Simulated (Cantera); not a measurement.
A closed system holds: 1 mol SiH₄, 24 mol N₂, 4.8 mol H₂, equilibrated at 677 °C and 0.500 bar.

Method: chemical equilibrium by Gibbs-energy minimisation in Cantera with the NASA 1993 tables (ideal gas, pure condensed phases). Candidate condensed phases: Si, Si₃N₄; 18 gas species. N₂ is the only nitrogen source here; it is nearly inert below about 1500 K, so the nitride shown seldom forms there in practice. Equilibrium is a limit: real reactors are often held back by kinetics, nucleation or transport.

### Question
What is the equilibrium state?

### Answer
| Quantity | Value |
|---|---|
| x(N₂) | 0.774 |
| x(H₂) | 0.226 |
| x(NH₃) | 3.89e-5 |
| n(Si₃N₄(s)) | 0.333 mol |
| gas amount | 30.13 mol |
| log10 activity of Si(s) (absent) | -7.60 |
